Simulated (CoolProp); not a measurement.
Vapour-liquid equilibrium of R227EA (1) + isobutene (2) at 0.724 MPa; x and y are mole fractions of (1).

Computed with CoolProp (multi-fluid Helmholtz-energy mixture model, Lemmon 2016 and Lemmon 2005; pair parameters Bell 2016).

```csv
x,bubble temperature (°C),y at the bubble point,dew temperature at overall composition x (°C),liquid density (mol/L)
0.05,52.1,0.135,55.1,9.655
0.125,47.3,0.272,52.5,9.508
0.2,44.2,0.363,49.8,9.334
0.275,42.1,0.429,47.2,9.152
0.35,40.7,0.481,44.6,8.971
0.425,39.7,0.527,42.3,8.797
0.5,39.0,0.570,40.3,8.632
0.575,38.6,0.614,39.0,8.478
0.65,38.3,0.662,38.4,8.334
0.725,38.3,0.714,38.4,8.199
0.8,38.6,0.775,38.8,8.070
0.875,39.2,0.847,39.5,7.945
0.95,40.2,0.933,40.4,7.821
```

y crosses x between x = 0.65 and 0.725: the model has an azeotrope there.

Pair parameters are fitted to limited data, so mixtures are less certain than the pure fluids.
